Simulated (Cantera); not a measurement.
Charge: 1 mol SiCl4, 1.9 mol HCl, 80 mol H2, equilibrated at 777 °C and 10.0 mbar.

Method: chemical equilibrium by Gibbs-energy minimisation in Cantera with the NASA 1993 tables (ideal gas, pure condensed phases). The tables' values for SiCl3 are old estimates; treat these amounts as uncertain. Equilibrium is a limit: real reactors are often held back by kinetics, nucleation or transport.

```csv
species,before,after
H2,0.959,0.982
HCl,0.0294,0.0165
SiCl4,0.00715,0.000710
SiCl3,0.000792,0.000142
SiHCl3,0.00242,0.000439
SiCl2,0.00159,0.000516
SiH2Cl2,9.31e-5,3.10e-5
"Si(s), mol",0,2.84
```
Gas species are given as mole fractions.

Which change was made?
(A) 0.42 mol Cl2 added
(B) temperature from 777 °C to 1200 °C
(C) SiCl4 replaced by Si3H8
(D) pressure from 10.0 mbar to 1.90 bar

C, SiCl4 replaced by Si3H8. The feed counts by its element totals alone
